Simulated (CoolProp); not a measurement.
Properties of ethylene along the isotherm -124.65 °C.

Model: reference Helmholtz-energy equation of state, Smukala 2000, in CoolProp.

```csv
p (bar),phase,Z,speed of sound (m/s),Joule-Thomson coefficient (K/MPa),expansivity (1/kK)
45.8,liquid,0.1734,1491,-0.4713,2.186
91.7,liquid,0.3453,1520,-0.4793,2.111
138,liquid,0.5168,1548,-0.4864,2.044
183,liquid,0.6820,1573,-0.4924,1.984
229,liquid,0.8493,1598,-0.4980,1.928
275,liquid,1.015,1621,-0.5029,1.876
321,liquid,1.180,1643,-0.5074,1.828
367,liquid,1.343,1665,-0.5114,1.784
413,liquid,1.505,1685,-0.5150,1.743
458,liquid,1.663,1705,-0.5182,1.705
504,liquid,1.823,1724,-0.5212,1.669
```
